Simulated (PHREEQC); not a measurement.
## Spent oxide etchant

Dissolve 0.0077 mol NH4HF2, 0.00015 mol (NH4)2SiF6 and 0.033 mol HBF4 per kg of water at 20 °C. Closed to the air; pH follows from the charge balance.

The numbers come from PHREEQC with the ion-association model, phreeqc.dat.

Each row changes one thing in this solution. This is a speciation only: nothing precipitates in the calculation.

| case | pH | ionic strength (mol/kgw) | HF (mol/kgw) | BF3OH- (mol/kgw) | F- (mol/kgw) | H3BO3 (mol/kgw) | SI of Quartz (SiO2) |
|---|---|---|---|---|---|---|---|
| as made | 1.65 | 0.0340 | 0.0161 | 0.000663 | 0.000628 | 0.000154 | -4.17 |
| NH4HF2 from 0.0077 to 0.00077 mol/kgw | 1.57 | 0.0321 | 0.00917 | 0.00109 | 0.000297 | 0.00165 | -2.54 |
| diluted 2-fold with water | 1.94 | 0.0170 | 0.00921 | 0.000560 | 0.000663 | 0.000379 | -3.51 |
| (NH4)2SiF6 from 0.00015 to 0.000135 mol/kgw | 1.65 | 0.0339 | 0.0161 | 0.000663 | 0.000627 | 0.000154 | -4.21 |
| HBF4 from 0.033 to 0.0297 mol/kgw | 1.70 | 0.0308 | 0.0158 | 0.000606 | 0.000697 | 0.000131 | -4.23 |
| 0.0032 mol/kgw KCl added | 1.65 | 0.0372 | 0.0161 | 0.000663 | 0.000634 | 0.000153 | -4.18 |
| HBF4 replaced by H3BO3 at the same molality | 3.98 | 0.00819 | 0.000523 | 0.000829 | 0.00398 | 0.0290 | -0.06 |
| 0.0087 mol/kgw HF added | 1.64 | 0.0344 | 0.0237 | 0.000455 | 0.000910 | 3.36e-5 | -5.17 |

Complexes and solids missing from the database can't appear. SiF6-2 is the database's only silicon fluoride. Real BF4- forms and hydrolyses slowly; the run takes it at equilibrium.
